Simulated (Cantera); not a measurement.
Input: 1 mol CuO, 29 mol HF, 0.31 mol H₂, held at 13.3 mbar.

Cantera equilibrium calculation (NASA polynomials, part measured and part estimated; ideal gas, pure solids and liquids). Candidate condensed phases: Cu, CuF₂, CuO, Cu(OH)₂, Cu₂O, H₂O; 27 gas species. The numbers say what is thermodynamically allowed, not how fast it happens. All values below are at 1673 K.

Base state: HF 0.937, CuF 0.0308, H₂O 0.0256, O₂ 0.00377, Cu 0.00255, OH 0.000165, H₂ 5.46e-5, CuF₂ 4.78e-5 (mole fractions); condensed: gas only.

Q: What changes in the equilibrium state with this change: H₂ from 0.31 to 0.53 mol?

A: 
| species | before | after |
|---|---|---|
| HF | 0.937 | 0.934 |
| H₂O | 0.0256 | 0.0319 |
| CuF | 0.0308 | 0.0289 |
| O₂ | 0.00377 | 0.000609 |
| H₂ | 5.46e-5 | 0.000169 |
| O | 1.78e-5 | 7.14e-6 |
| CuF₂ | 4.78e-5 | 2.55e-5 |
| F | 1.05e-5 | 5.96e-6 |
| H | 7.29e-6 | 1.28e-5 |
